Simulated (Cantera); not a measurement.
Charge: 1 mol Hg, 0.01 mol O2, 1.5 mol N2, held at 1623 K and 23.0 Pa.

Cantera equilibrium calculation (NASA polynomials, part measured and part estimated; ideal gas, pure solids and liquids). Candidate condensed phases: Hg, HgO; 10 gas species. Kinetics and transport are ignored.

Base state: N2 0.597, Hg 0.398, O2 0.00382, NO 0.000251, O 7.75e-5 (mole fractions); condensed: gas only.

Task: What changes in the equilibrium state with this change: Hg replaced by Fe(CO)5?

Result: 
```
species       before    after
----------  --------  -------
CO                 0    0.761
N2             0.597    0.229
Fe                 0  0.00727
Hg             0.398        0
O2           0.00382    <1e-9
CO2                0  0.00305
NO          0.000251  1.79e-8
O            7.75e-5  8.92e-9
Fe(γ), mol         0    0.952
```
Further candidate phases: C, Fe, Fe(CO)5, FeO, Fe2O3, Fe3O4.
